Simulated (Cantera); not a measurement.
What does this Cantera script print?

```python
import numpy as np
import cantera as ct

gas_names = """
    CL CL2 H HCL H2 N NH NH2 NH3 N2 N2H2 N2H4 Si SiCL SiCL2 SiCL3 SiCL4 SiH SiHCL3 SiH2 SiH2CL2 SiH3
    SiH3CL SiH4 SiN Si2 Si2N Si3
""".split()
cond_names = """
    NH4CL(a) NH4CL(b) Si(cr) Si(L) Si3N4(a)
""".split()


# ... load() reads the species with a 1 bar reference pressure and builds the phases ...
atoms = {
    'SiCl4': {'Si': 1, 'CL': 4},
    'NH3': {'N': 1, 'H': 3},
    'N2': {'N': 2},
}
top_T = {'Si3N4(a)': 2400}  # K; cautious upper limits of use, not melting points


# ... equilibrate(T, P, feed) seeds the gas with the atoms and calls Mixture.equilibrate('TP', solver="vcs", rtol=1e-11, max_steps=5000) ...
results = []
feed = {'SiCl4': 1, 'NH3': 4.5, 'N2': 31}  # mol
P = 10000  # Pa
for T in [925, 1025, 1125, 1225, 1325, 1425, 1525, 1625]:
    mix = equilibrate(T, P, feed)
    results.append((T, P, feed, dict(zip(mix.species_names, mix.species_moles))))
    x = sorted(zip(gas.X, gas.species_names), reverse=True)
    print(f"T = {T:g} K  P = {P:g} Pa  gas = {mix.phase_moles(0):.4g} mol")
    print("   x: " + "  ".join(f"{s} {v:.3e}" for v, s in x if v > 0.001))
    print("   condensed (mol): " + ("  ".join(f"{mix.phase(i).name} {mix.phase_moles(i):.4g}"
          for i in range(1, mix.n_phases) if mix.phase_moles(i) > 1e-12) or "none"))
```

Result:

```
T = 925 K  P = 10000 Pa  gas = 41.32 mol
   x: N2 7.894e-01  H2 1.173e-01  HCL 9.206e-02  SiCL4 1.183e-03
   condensed (mol): Si3N4(a) 0.317
T = 1025 K  P = 10000 Pa  gas = 41.32 mol
   x: N2 7.891e-01  H2 1.166e-01  HCL 9.344e-02
   condensed (mol): Si3N4(a) 0.3217
T = 1125 K  P = 10000 Pa  gas = 41.32 mol
   x: N2 7.889e-01  H2 1.162e-01  HCL 9.426e-02
   condensed (mol): Si3N4(a) 0.3245
T = 1225 K  P = 10000 Pa  gas = 41.33 mol
   x: N2 7.888e-01  H2 1.160e-01  HCL 9.470e-02
   condensed (mol): Si3N4(a) 0.3259
T = 1325 K  P = 10000 Pa  gas = 41.33 mol
   x: N2 7.887e-01  H2 1.159e-01  HCL 9.471e-02
   condensed (mol): Si3N4(a) 0.3251
T = 1425 K  P = 10000 Pa  gas = 41.35 mol
   x: N2 7.888e-01  H2 1.164e-01  HCL 9.371e-02
   condensed (mol): Si3N4(a) 0.3181
T = 1525 K  P = 10000 Pa  gas = 41.39 mol
   x: N2 7.890e-01  H2 1.180e-01  HCL 9.011e-02  SiCL2 2.214e-03
   condensed (mol): Si3N4(a) 0.2941
T = 1625 K  P = 10000 Pa  gas = 41.51 mol
   x: N2 7.896e-01  H2 1.217e-01  HCL 8.175e-02  SiCL2 6.202e-03
   condensed (mol): Si3N4(a) 0.238
```

Method: chemical equilibrium by Gibbs-energy minimisation in Cantera with the NASA 1993 tables (ideal gas, pure condensed phases). The tables' values for SiCl3 are old estimates; treat these amounts as uncertain.
